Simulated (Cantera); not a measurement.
A Cantera script and its output.

```python
import numpy as np
import cantera as ct

gas = ct.Solution("h2o2.yaml")
gas.TPX = 398, 190000, {'H2': 1, 'O2': 0.658, 'N2': 2.47, 'H2O': 0.16}
flame = ct.FreeFlame(gas, width=0.026)
flame.set_refine_criteria(ratio=3, slope=0.08, curve=0.16)
flame.transport_model = "mixture-averaged"
flame.solve(loglevel=0, auto=True)
flame.transport_model = "multicomponent"
flame.soret_enabled = True
flame.solve(loglevel=0, refine_grid=True)
z, T = flame.grid, flame.T
thick = (T[-1] - T[0]) / np.gradient(T, z).max()
show = ['H2', 'O2', 'H2O', 'OH', 'HO2', 'O']
print(f"laminar burning velocity  {flame.velocity[0] * 100:.3f} cm/s")
print(f"burnt temperature         {T[-1]:.1f} K")
print(f"thermal thickness         {thick * 1e3:.4f} mm")
print(f"grid points               {len(z)}")
z0 = z[flame.heat_release_rate.argmax()]
print(f"{'z/mm':>9s}{'T/K':>9s}{'u/(m/s)':>9s}" + "".join(f"{s:>11s}" for s in show))
rows = []
for k in (-3, -2, -1.5, -1, -0.5, -0.25, 0, 0.25, 0.5, 1, 2, 4, 8):
    zz = z0 + k * thick
    rows.append([k * thick, np.interp(zz, z, T), np.interp(zz, z, flame.velocity),
                 *(np.interp(zz, z, flame.X[gas.species_index(s)]) for s in show)])
    print(f"{rows[-1][0] * 1e3:9.3f}{rows[-1][1]:9.1f}{rows[-1][2]:9.3f}" + "".join(f"{x:11.3e}" for x in rows[-1][3:]))
```

It prints:

```
laminar burning velocity  170.372 cm/s
burnt temperature         2070.2 K
thermal thickness         0.1664 mm
grid points               108
     z/mm      T/K  u/(m/s)         H2         O2        H2O         OH        HO2          O
   -0.499    398.0    1.703  2.330e-01  1.535e-01  3.732e-02  2.486e-13  7.479e-10  3.975e-11
   -0.333    398.1    1.701  2.316e-01  1.538e-01  3.740e-02  8.196e-12  3.843e-08  1.230e-09
   -0.250    398.4    1.697  2.288e-01  1.543e-01  3.755e-02  5.186e-11  2.442e-07  6.118e-09
   -0.166    402.3    1.688  2.163e-01  1.568e-01  3.835e-02  5.392e-09  5.177e-06  7.175e-08
   -0.083    498.3    1.981  1.649e-01  1.634e-01  4.907e-02  2.534e-05  3.368e-04  5.801e-06
   -0.042    818.5    3.176  1.237e-01  1.500e-01  8.832e-02  6.863e-04  5.120e-04  2.258e-04
    0.000   1211.7    4.660  7.664e-02  1.163e-01  1.561e-01  2.168e-03  2.309e-04  2.087e-03
    0.042   1483.1    5.695  3.888e-02  8.131e-02  2.160e-01  5.631e-03  1.214e-04  4.907e-03
    0.083   1639.5    6.288  2.173e-02  6.298e-02  2.459e-01  8.692e-03  7.593e-05  6.007e-03
    0.166   1797.4    6.867  1.286e-02  5.283e-02  2.652e-01  1.062e-02  4.411e-05  5.149e-03
    0.333   1924.5    7.314  8.022e-03  4.903e-02  2.776e-01  9.829e-03  2.366e-05  3.072e-03
    0.666   2006.4    7.592  4.034e-03  4.728e-02  2.867e-01  7.533e-03  1.113e-05  1.455e-03
    1.331   2048.7    7.732  1.653e-03  4.681e-02  2.920e-01  5.060e-03  5.011e-06  5.871e-04
```

Cantera simulation using the H2/O2 subset of GRI-Mech 3.0, which has no nitrogen chemistry; the numbers are that mechanism's predictions, not measurements. Burning velocities carry a grid error of a few per cent, more on coarse grids.
